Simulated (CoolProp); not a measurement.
Vapour-liquid equilibrium of carbon dioxide (1) + 1-butene (2) at 235.2 K; x and y are mole fractions of (1).

Model: multi-fluid Helmholtz-energy mixture model, Span 1996 and Lemmon 2005; pair parameters Bell 2016, in CoolProp.

Problem. Give the bubble pressure and the first vapour's composition at x = 0.275, 0.425, 0.875. Is there an azeotrope?

Solution. x = 0.275: 424.9 kPa, y = 0.952; x = 0.425: 598.9 kPa, y = 0.969; x = 0.875: 954.7 kPa, y = 0.991. No azeotrope shows between x = 0.05 and 0.95.

The pair parameters rest on a limited set of measurements; away from them the model extrapolates.
